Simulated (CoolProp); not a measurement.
Vapour-liquid equilibrium of isobutene (1) + n-butane (2) at 0.631 MPa; x and y are mole fractions of (1).

Model: multi-fluid Helmholtz-energy mixture model, Lemmon 2005 and Bücker 2006; pair parameters Bell 2016, in CoolProp.

### Question
Give the bubble temperature and the first vapour's composition at x = 0.425, 0.8, 0.875. Is there an azeotrope?

### Answer
x = 0.425: 55.4 °C, y = 0.467; x = 0.8: 52.6 °C, y = 0.823; x = 0.875: 52.1 °C, y = 0.890. No azeotrope shows between x = 0.05 and 0.95.

Pair parameters are fitted to limited data, so mixtures are less certain than the pure fluids.
